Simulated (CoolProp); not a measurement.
Vapour-liquid equilibrium of n-perfluorobutane (1) + R365MFC (2) at 0.0241 MPa; x and y are mole fractions of (1).

The numbers come from the multi-fluid Helmholtz-energy mixture model, Gao 2022 and Lemmon 2016; pair parameters Bell 2016 in CoolProp.

Task: Give the bubble temperature and the first vapour's composition at x = 0.125, 0.65, 0.8. Is there an azeotrope?

Result: x = 0.125: 247.6 K, y = 0.833; x = 0.65: 242.2 K, y = 0.893; x = 0.8: 241.5 K, y = 0.912. No azeotrope shows between x = 0.05 and 0.95.

Pair parameters are fitted to limited data, so mixtures are less certain than the pure fluids. With so large a gap from Raoult's law the liquid may split in two, which this calculation doesn't test in full.
